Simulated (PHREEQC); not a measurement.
0.02 g of hydrous ferric oxide (600 m²/g; 0.2 weak and 0.005 strong sites per Fe, Dzombak-Morel constants, diffuse double layer) in 1 kg of water with 0.001 mol/kgw of an inert sodium salt and 2e-07 mol/kgw Na2SO4 and 5.6e-05 mol/kgw H3BO3, at 25 °C; the pH is set by adding NaOH or the inert anion's acid. Oxygen is held at 0.21 atm. The system is closed to CO2. Precipitation was switched off in this run.

Base run: PHREEQC, ion-association model, wateq4f.dat. Each further column changes one thing. The table gives surface charge σ (C/m²).

```csv
pH,base,background salt from 0.001 to 0.0001 mol/kgw,oxide from 0.02 to 0.1 g/kgw,6.4e-06 mol/kgw BaCl2 added
3,0.250,0.221,0.253,0.250
4,0.116,0.065,0.118,0.116
4.5,0.077,0.035,0.078,0.077
5.5,0.031,0.011,0.031,0.031
6,0.019,0.006,0.019,0.019
7,0.006,0.002,0.006,0.006
8,0.000,0.000,0.000,0.001
8.5,-0.002,-0.001,-0.002,-0.001
9.5,-0.009,-0.004,-0.009,-0.008
10,-0.016,-0.008,-0.016,-0.013
11,-0.055,-0.044,-0.055,-0.040
```

The oxide is taken as insoluble; below pH 4 it would dissolve.
